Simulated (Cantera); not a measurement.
A perfectly stirred reactor is fed with H₂ : O₂ : N₂ = 1 : 0.568 : 2.14 (molar parts), at 4.93 atm; it is adiabatic with a 750 K inlet, and is followed from long to short residence time, starting on the burning branch (τ in s: 0.027, 0.016, 0.0091, 0.0053, 0.003, 0.0018, 0.001, 0.0006, 0.00035, 0.0002, 0.00012, 6.7e-05).

Model: the H2/O2 subset of GRI-Mech 3.0, which has no nitrogen chemistry, integrated in Cantera. The hydrogen kinetics of GRI-Mech 3.0 are dated; newer H2 mechanisms differ, most at raised pressure.

Task: What does this change do: pressure from 4.93 atm to 0.987 atm?

Result: 
```tsv
quantity	before	after
blow-out, bracketed by the residence times tried	burning at 67.0 µs, the shortest tried	burning at 67.0 µs, the shortest tried
x(H₂) at τ = 27.0 ms	0.00813	0.0133
x(O₂) at τ = 27.0 ms	0.0216	0.0232
x(OH) at τ = 27.0 ms	0.0123	0.0156
x(HO₂) at τ = 27.0 ms	8.32e-6	4.91e-6
x(H₂O₂) at τ = 27.0 ms	8.17e-7	3.15e-7
x(H₂) at τ = 1.00 ms	0.00963	0.0236
x(O₂) at τ = 1.00 ms	0.0221	0.0272
x(OH) at τ = 1.00 ms	0.0131	0.0196
x(HO₂) at τ = 1.00 ms	8.94e-6	5.92e-6
x(H₂O₂) at τ = 1.00 ms	8.18e-7	2.78e-7
```
